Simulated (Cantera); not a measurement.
# Nitride etching: Si3N4 + O2 + N2

Charge: 1 mol Si3N4, 0.15 mol O2, 0.92 mol N2, equilibrated at 390 Pa.

Method: chemical equilibrium by Gibbs-energy minimisation in Cantera with the NASA 1993 tables (ideal gas, pure condensed phases). Candidate condensed phases: Si, SiO2, Si2N2O, Si3N4; 16 gas species. Mutual solubility and eutectic melting of coexisting phases are not modelled. The tables' values for SiN are old estimates; treat these amounts as uncertain. Equilibrium is a limit: real reactors are often held back by kinetics, nucleation or transport.

From 725 K to 1725 K the condensed part is Si2N2O(s) + Si3N4(s). At 1825 K the condensed part is Si(l).

| T (K) | x N2 | x SiO | x Si | x Si2N | x SiN | x Si2 | n Si2N2O(s) | n Si3N4(s) | n Si(l) |
|---|---|---|---|---|---|---|---|---|---|
| 725 | 1.00 | <1e-12 | <1e-12 | <1e-12 | <1e-12 | <1e-12 | 0.300 | 0.800 | 0 |
| 825 | 1.00 | <1e-12 | <1e-12 | <1e-12 | <1e-12 | <1e-12 | 0.300 | 0.800 | 0 |
| 925 | 1.00 | <1e-12 | <1e-12 | <1e-12 | <1e-12 | <1e-12 | 0.300 | 0.800 | 0 |
| 1025 | 1.00 | <1e-12 | <1e-12 | <1e-12 | <1e-12 | <1e-12 | 0.300 | 0.800 | 0 |
| 1125 | 1.00 | 9.12e-12 | <1e-12 | <1e-12 | <1e-12 | <1e-12 | 0.300 | 0.800 | 0 |
| 1225 | 1.00 | 1.49e-9 | <1e-12 | <1e-12 | <1e-12 | <1e-12 | 0.300 | 0.800 | 0 |
| 1325 | 1.00 | 1.11e-7 | 9.43e-11 | <1e-12 | 1.76e-11 | <1e-12 | 0.300 | 0.800 | 0 |
| 1425 | 1.000 | 4.45e-6 | 7.74e-9 | 2.22e-11 | 8.69e-10 | <1e-12 | 0.300 | 0.800 | 0 |
| 1525 | 1.000 | 0.000109 | 3.53e-7 | 2.88e-9 | 2.55e-8 | 3.93e-11 | 0.300 | 0.800 | 0 |
| 1625 | 0.998 | 0.00178 | 1.00e-5 | 2.03e-7 | 4.91e-7 | 6.98e-9 | 0.298 | 0.801 | 0 |
| 1725 | 0.979 | 0.0211 | 0.000194 | 8.71e-6 | 6.68e-6 | 6.88e-7 | 0.278 | 0.807 | 0 |
| 1825 | 0.906 | 0.0931 | 0.00117 | 4.46e-5 | 2.85e-5 | 7.59e-6 | 0 | 0 | 2.70 |
x: gas mole fraction; n: condensed amount in mol.
